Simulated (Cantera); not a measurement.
Diamond growth

A diamond (100) surface in a fixed gas of H2 with x(CH4) = 0.022, x(H) = 0.0024, at 1050 K, 14000 Pa; coverages are run to steady state.

Model: the Harris–Goodwin 1993 mechanism for the reconstructed diamond (100) surface, integrated in Cantera.

| x(CH3) | growth (µm/h) | θ c6HH | θ c6H* | θ c6*H | θ c6** | θ c6HM |
|---|---|---|---|---|---|---|
| 1e-06 | 0.0831 | 0.555 | 0.0229 | 0.409 | 0.0131 | 0.000167 |
| 2.3e-06 | 0.191 | 0.555 | 0.0229 | 0.409 | 0.0131 | 0.000385 |
| 5.2e-06 | 0.431 | 0.554 | 0.0229 | 0.408 | 0.0131 | 0.000870 |
| 1.2e-05 | 0.994 | 0.553 | 0.0228 | 0.408 | 0.0131 | 0.00200 |
| 2.7e-05 | 2.23 | 0.552 | 0.0228 | 0.406 | 0.0130 | 0.00449 |
| 6.1e-05 | 4.98 | 0.547 | 0.0226 | 0.403 | 0.0128 | 0.0100 |
| 0.00014 | 11.2 | 0.537 | 0.0221 | 0.395 | 0.0125 | 0.0226 |
| 0.00032 | 24.4 | 0.517 | 0.0212 | 0.379 | 0.0118 | 0.0492 |
| 0.00072 | 49.7 | 0.477 | 0.0195 | 0.348 | 0.0104 | 0.100 |
θ: site fractions in the mechanism's names (c6HH fully hydrogenated, c6H* and c6*H radical sites, c6** diradical, c6HM methylated).
